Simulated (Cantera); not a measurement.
Cantera run, input and output.

```python
import numpy as np
import cantera as ct

gas = ct.Solution("gri30.yaml")
gas.TPX = 1773, 1600000, {'CO': 1, 'H2': 0.12, 'CH4': 0.23, 'O2': 1.96, 'N2': 7.38}
reactor = ct.IdealGasConstPressureReactor(gas, energy="on", clone=False)
net = ct.ReactorNet([reactor])
net.rtol, net.atol = 1e-08, 1e-16
show = ['CO', 'H2', 'CH4', 'O2', 'NO']
times = np.geomspace(3e-06, 1, 12)

steps = ct.SolutionArray(gas, extra=["t"])
rows = []
print(f"{'t/s':>10s}{'T/K':>9s}{'P/Pa':>11s}" + "".join(f"{s:>11s}" for s in show))
for t in times:
    while net.time < t:
        t_next = net.step()
        steps.append(gas.state, t=t_next)
    rows.append([np.interp(t, steps.t, y) for y in (steps.T, steps.P, *steps(*show).X.T)])
    print(f"{t:10.3e}{rows[-1][0]:9.1f}{rows[-1][1]:11.4g}" + "".join(f"{x:11.3e}" for x in rows[-1][2:]))
rate = np.gradient(steps.T, steps.t)
print("integrator steps:", len(steps.t))
if steps.T.max() > steps.T[0] + 200:
    print(f"time of steepest temperature rise: {steps.t[rate.argmax()]:.4e} s")
gas.TPX = 1773, 1600000, {'CO': 1, 'H2': 0.12, 'CH4': 0.23, 'O2': 1.96, 'N2': 7.38}
gas.equilibrate("HP")
print(f"equilibrium (HP): T = {gas.T:.1f} K  " + "  ".join(f"{s} {gas[s].X[0]:.3e}" for s in show))
```

It prints:

```
       t/s      T/K       P/Pa         CO         H2        CH4         O2         NO
 3.000e-06   1807.4    1.6e+06  9.360e-02  1.069e-02  1.687e-02  1.784e-01  4.454e-09
 9.532e-06   2701.5    1.6e+06  2.391e-02  1.449e-03  8.838e-17  9.736e-02  3.044e-04
 3.029e-05   2804.3    1.6e+06  1.357e-02  9.213e-04  4.506e-17  9.359e-02  1.728e-03
 9.624e-05   2798.7    1.6e+06  1.338e-02  9.111e-04  4.382e-17  9.165e-02  5.648e-03
 3.058e-04   2786.7    1.6e+06  1.304e-02  8.925e-04  4.141e-17  8.769e-02  1.371e-02
 9.717e-04   2776.3    1.6e+06  1.275e-02  8.770e-04  3.939e-17  8.431e-02  2.059e-02
 3.087e-03   2775.1    1.6e+06  1.272e-02  8.753e-04  3.915e-17  8.392e-02  2.138e-02
 9.810e-03   2775.1    1.6e+06  1.272e-02  8.753e-04  3.915e-17  8.392e-02  2.138e-02
 3.117e-02   2775.1    1.6e+06  1.272e-02  8.753e-04  3.915e-17  8.392e-02  2.138e-02
 9.905e-02   2775.1    1.6e+06  1.272e-02  8.753e-04  3.915e-17  8.392e-02  2.138e-02
 3.147e-01   2775.1    1.6e+06  1.272e-02  8.753e-04  3.915e-17  8.392e-02  2.138e-02
 1.000e+00   2775.1    1.6e+06  1.272e-02  8.753e-04  3.915e-17  8.392e-02  2.138e-02
integrator steps: 1526
time of steepest temperature rise: 4.1778e-06 s
equilibrium (HP): T = 2775.1 K  CO 1.272e-02  H2 8.753e-04  CH4 5.639e-17  O2 8.392e-02  NO 2.138e-02
```

Computed with Cantera and GRI-Mech 3.0 (53 species, 325 reactions). The pressure lies above the range GRI-Mech 3.0 was tuned for (to about 10 atm).
